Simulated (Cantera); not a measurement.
Charge: 1 mol SiH2Cl2, 0.64 mol C3H8, 3.3 mol H2, held at 2498.15 K and 1.33 mbar.

Cantera equilibrium calculation (NASA polynomials, part measured and part estimated; ideal gas, pure solids and liquids). Candidate condensed phases: C, C6H6, C7H8, C8H18, Si, SiC; 109 gas species. The tables' values for SiCl are old estimates; treat these amounts as uncertain. Rates play no part.

Base state: H 0.399, H2 0.341, HCl 0.0928, Cl 0.0766, Si 0.0652, SiC2 0.0168, C2H2 (acetylene) 0.00367, SiCl 0.00163 (mole fractions); condensed: C(graphite).

Task: What changes in the equilibrium state with this change: temperature from 2498.15 K to 1098.15 K?

Result: 
```
species             before    after
----------------  --------  -------
H2                   0.341    0.751
HCl                 0.0928    0.247
SiCl4                <1e-9  0.00171
H                    0.399  5.89e-7
Si                  0.0652    <1e-9
SiC2                0.0168    <1e-9
Cl                  0.0766  1.74e-7
SiCl               0.00163    <1e-9
Si2C              0.000722    <1e-9
C2H2 (acetylene)   0.00367  9.59e-9
SiH               0.000368    <1e-9
C3                0.000362    <1e-9
C(graphite), mol      1.41    0.936
SiC(s), mol              0    0.984
```
The tables' values for SiCl3 are old estimates; treat these amounts as uncertain.

Task: What changes in the equilibrium state with this change: temperature from 2498.15 K to 1498 K?

Result: 
| species | before | after |
|---|---|---|
| H2 | 0.341 | 0.747 |
| HCl | 0.0928 | 0.250 |
| SiCl2 | 0.000690 | 0.00194 |
| H | 0.399 | 0.000407 |
| SiC2 | 0.0168 | <1e-9 |
| Si | 0.0652 | 5.44e-8 |
| Cl | 0.0766 | 0.000110 |
| Si2C | 0.000722 | <1e-9 |
| C3 | 0.000362 | <1e-9 |
| C2H | 0.000306 | <1e-9 |
| C(graphite), mol | 1.41 | 0.936 |
| SiC(s), mol | 0 | 0.984 |
The tables' values for SiCl3 are old estimates; treat these amounts as uncertain.

Task: What changes in the equilibrium state with this change: temperature from 2498.15 K to 2673 K?

Result: 
```
species             before     after
----------------  --------  --------
H                    0.399     0.592
H2                   0.341     0.178
Cl                  0.0766     0.102
HCl                 0.0928    0.0438
Si                  0.0652    0.0509
SiC2                0.0168    0.0210
C5                 1.07e-6   2.77e-5
C2                 3.34e-5  0.000438
C3                0.000362   0.00460
SiCl2             0.000690   5.94e-5
C(graphite), mol      1.41     0.981
```
